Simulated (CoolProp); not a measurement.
Vapour-liquid equilibrium of toluene (1) + n-octane (2) at 199.35 °C; x and y are mole fractions of (1).

The numbers come from the multi-fluid Helmholtz-energy mixture model, Lemmon 2006 and Beckmüller 2019; pair parameters Bell 2016 in CoolProp.

Q: Give the bubble pressure and the first vapour's composition at x = 0.35, 0.45, 0.55. Is there an azeotrope?

A: x = 0.35: 643.3 kPa, y = 0.421; x = 0.45: 665.8 kPa, y = 0.518; x = 0.55: 685.7 kPa, y = 0.608. No azeotrope shows between x = 0.05 and 0.95.

The pair parameters rest on a limited set of measurements; away from them the model extrapolates.
